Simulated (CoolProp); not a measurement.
A Linde-Hampson liquefier for ethylene: isothermal reversible compression at 320 K from 1 atm to 30 MPa, throttling to 1 atm, return gas leaving the recuperator 2 K below the feed. Each further row changes one setting.

The numbers come from the reference Helmholtz-energy equation of state, Smukala 2000 in CoolProp.

```
case                        liquid yield per pass  compression work (kJ/kg of gas)
--------------------------  ---------------------  -------------------------------
as stated                                       ?                              444
high pressure 60 MPa                            ?                                ?
warm-end temperature 350 K                  0.354                                ?
warm-end gap 7 K                                ?                              444
```

Task: What belongs in the gaps?

Result: 
- as stated, liquid yield per pass: 0.426
- high pressure 60 MPa, liquid yield per pass: 0.407
- high pressure 60 MPa, compression work (kJ/kg of gas): 513
- warm-end temperature 350 K, compression work (kJ/kg of gas): 512
- warm-end gap 7 K, liquid yield per pass: 0.420
